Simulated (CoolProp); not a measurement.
Saturation properties of ethanol (Tc = 241.6 °C, pc = 6268 kPa, ω = 0.644).

The numbers come from the reference Helmholtz-energy equation of state, Schroeder 2014 in CoolProp.

| T (°C) | p (kPa) | liquid density (kg/m³) | liquid cp (kJ/(kg K)) |
|---|---|---|---|
| 55.05 | 37.31 | 758.5 | 2.696 |
| 68.05 | 66.33 | 746.4 | 2.824 |
| 81.05 | 112.3 | 733.8 | 2.959 |
| 94.15 | 182.7 | 720.3 | 3.105 |
| 107.15 | 284.9 | 706.0 | 3.261 |
| 120.25 | 430.5 | 690.5 | 3.428 |
| 133.25 | 628.6 | 673.6 | 3.603 |
| 146.35 | 894.7 | 655.0 | 3.783 |
| 159.35 | 1238 | 634.5 | 3.959 |
| 172.35 | 1675 | 612.0 | 4.136 |
| 185.45 | 2223 | 586.8 | 4.340 |
| 198.45 | 2892 | 558.6 | 4.639 |
| 211.55 | 3708 | 524.8 | 5.228 |
| 224.55 | 4681 | 478.5 | 6.941 |

It boils at 78.4 °C under 1 atm.
